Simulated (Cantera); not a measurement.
A freely propagating, adiabatic, planar premixed flame of CH4 : C2H6 : C3H8 : O2 : N2 = 1 : 0.054 : 0.46 : 4.49 : 13.5 (molar parts), equivalence ratio 1.00, unburnt at 625 K and 1.01 bar; mixture-averaged transport, grid criteria slope 0.08 and curve 0.16, no radiation.

Detailed kinetics in Cantera: GRI-Mech 3.0 (53 species, 325 reactions). GRI-Mech 3.0 was tuned for natural gas; its chemistry of propane as a main component is partial and can be far from experiment. Burning velocities carry a grid error of a few per cent, more on coarse grids.

Predict: laminar burning velocity; thermal thickness; peak x(HCO).


```json
{
 "laminar_burning_velocity": "207 cm/s",
 "thermal_thickness": "0.232 mm",
 "peak x(HCO)": "0.000145"
}
```
